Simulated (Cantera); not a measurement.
Mixture: CH₄ : CO : O₂ : N₂ = 1 : 0.046 : 1.84 : 6.91 (molar parts), at 100000 Pa, adiabatic and at constant volume. Ignition delay is the time to a rise of 400 K.

Computed with Cantera and GRI-Mech 3.0 (53 species, 325 reactions).

### Question
What does this change do: 0.043 parts H2 added?

### Answer
| quantity | before | after |
|---|---|---|
| delay at 1298 K | 12.3 ms | 8.44 ms |
| delay at 1398 K | 3.54 ms | 2.65 ms |
| delay at 1498 K | 1.18 ms | 0.951 ms |
| delay at 1598 K | 0.462 ms | 0.395 ms |
| delay at 1698 K | 0.209 ms | 0.187 ms |
| delay at 1798 K | 0.107 ms | 98.1 µs |
| apparent activation energy between 1598 and 1798 K | 180 kJ/mol | 170 kJ/mol |

### Question
What does this change do: CH4 1 to 2.2 parts?

### Answer
```
quantity                                                before       after
--------------------------------------------------  ----------  ----------
delay at 1298 K                                        12.3 ms     18.6 ms
delay at 1398 K                                        3.54 ms     5.23 ms
delay at 1498 K                                        1.18 ms     1.65 ms
delay at 1598 K                                       0.462 ms    0.599 ms
delay at 1698 K                                       0.209 ms    0.251 ms
delay at 1798 K                                       0.107 ms    0.120 ms
apparent activation energy between 1598 and 1798 K  180 kJ/mol  190 kJ/mol
```
